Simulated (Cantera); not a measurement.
Mixture: CH4 : C2H6 : C3H8 : O2 : N2 : H2O = 1 : 0.17 : 0.069 : 1.55 : 5.42 : 1.6 (molar parts), equivalence ratio 1.9, at 101000 Pa, adiabatic and at constant volume. Ignition delay is the time to a rise of 400 K.

Detailed kinetics in Cantera: GRI-Mech 3.0 (53 species, 325 reactions).

What does this change do: 0.26 parts H2 added?


```csv
quantity,before,after
delay at 1098 K,15.1 ms,8.78 ms
delay at 1173 K,5.84 ms,3.36 ms
delay at 1248 K,2.47 ms,1.54 ms
delay at 1323 K,1.08 ms,0.748 ms
delay at 1398 K,0.501 ms,0.376 ms
delay at 1473 K,0.249 ms,0.198 ms
apparent activation energy between 1323 and 1473 K,160 kJ/mol,140 kJ/mol
```

What does this change do: H2O 1.6 to 0.58 parts?


```csv
quantity,before,after
delay at 1098 K,15.1 ms,14.0 ms
delay at 1173 K,5.84 ms,5.05 ms
delay at 1248 K,2.47 ms,2.02 ms
delay at 1323 K,1.08 ms,0.864 ms
delay at 1398 K,0.501 ms,0.396 ms
delay at 1473 K,0.249 ms,0.197 ms
apparent activation energy between 1323 and 1473 K,160 kJ/mol,160 kJ/mol
```
